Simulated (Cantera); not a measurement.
Charge: 1 mol Fe3O4, 2.9 mol CO, equilibrated at 1625 °C.

Cantera equilibrium calculation (NASA polynomials, part measured and part estimated; ideal gas, pure solids and liquids). Candidate condensed phases: C, Fe, Fe(CO)5, FeO, Fe2O3, Fe3O4; 15 gas species. The tables' stoichiometric FeO is somewhat more stable than real wüstite, so its field is too wide. FeO: taken at fixed stoichiometry. Equilibrium is a limit: real reactors are often held back by kinetics, nucleation or transport.

Task: At 100000 Pa, list the 3 most abundant gas species with their mole fractions, and the condensed phases.

Result: CO 0.655, CO2 0.345, Fe 2.27e-5. Condensed: FeO(l).
